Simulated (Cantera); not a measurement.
**Low-pressure radical oxidation in H2/O2**

An isothermal, constant-pressure homogeneous reactor starts with H₂ : O₂ = 0.32 : 1 (molar parts), equivalence ratio 0.16, at 1025 K and 0.0267 bar.

Detailed kinetics in Cantera: the H2/O2 subset of GRI-Mech 3.0, which has no nitrogen chemistry. Radical loss at walls, strong at low pressure, is not modelled. The temperature is held fixed by assumption; the heat of reaction is taken as removed at once.

```tsv
t (s)	x H₂	x O₂	x HO₂	x H₂O	x O	x OH
0.000200	0.242	0.758	1.48e-9	4.85e-9	1.83e-9	7.72e-10
0.000385	0.242	0.758	4.03e-9	7.63e-8	2.37e-8	9.85e-9
0.000741	0.242	0.758	1.67e-7	9.26e-6	2.79e-6	1.16e-6
0.00143	0.177	0.727	1.61e-5	0.0475	0.0123	0.00451
0.00275	0.0110	0.692	3.37e-5	0.231	0.0238	0.00548
0.00529	0.00265	0.718	3.00e-5	0.269	0.00522	0.00217
0.0102	0.000551	0.723	1.62e-5	0.275	0.000927	0.000771
0.0196	0.000131	0.724	6.59e-6	0.275	0.000199	0.000346
0.0378	3.29e-5	0.724	2.37e-6	0.276	5.23e-5	0.000179
0.0728	8.47e-6	0.724	8.47e-7	0.276	1.62e-5	0.000101
0.140	2.28e-6	0.724	3.20e-7	0.276	5.71e-6	6.04e-5
0.270	6.93e-7	0.724	1.31e-7	0.276	2.25e-6	3.79e-5
0.519	2.48e-7	0.724	5.79e-8	0.276	9.63e-7	2.48e-5
1.00	1.01e-7	0.724	2.70e-8	0.276	4.37e-7	1.67e-5
```
x: mole fraction; the columns are a selection and need not sum to one.

Equilibrium at this temperature and pressure: H₂ 3.61e-10, O₂ 0.724, HO₂ 2.34e-9, H₂O 0.276, O 1.73e-9, OH 1.04e-6 (gas phase only).
